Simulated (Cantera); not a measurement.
A perfectly stirred reactor is fed with CO : O₂ : H₂O : N₂ = 0.019 : 0.0083 : 0.00018 : 1 (molar parts), at 100000 Pa; it is held at 1475 K, and followed from long to short residence time.

Cantera simulation using GRI-Mech 3.0 (53 species, 325 reactions); the numbers are that mechanism's predictions, not measurements.

Task: Predict: x(CO) at τ = 3.70 s; x(O₂) at τ = 3.70 s; x(H₂O) at τ = 3.70 s; x(OH) at τ = 3.70 s; x(N₂O) at τ = 3.70 s; x(CO) at τ = 0.120 s; x(O₂) at τ = 0.120 s; x(H₂O) at τ = 0.120 s; x(OH) at τ = 0.120 s; x(N₂O) at τ = 0.120 s.

Result: 
```json
{
 "x(CO) at τ = 3.70 s": "0.00275",
 "x(O₂) at τ = 3.70 s": "0.000187",
 "x(H₂O) at τ = 3.70 s": "0.000149",
 "x(OH) at τ = 3.70 s": "9.95e-6",
 "x(N₂O) at τ = 3.70 s": "1.93e-7",
 "x(CO) at τ = 0.120 s": "0.00513",
 "x(O₂) at τ = 0.120 s": "0.00126",
 "x(H₂O) at τ = 0.120 s": "9.53e-5",
 "x(OH) at τ = 0.120 s": "2.58e-5",
 "x(N₂O) at τ = 0.120 s": "5.01e-7"
}
```
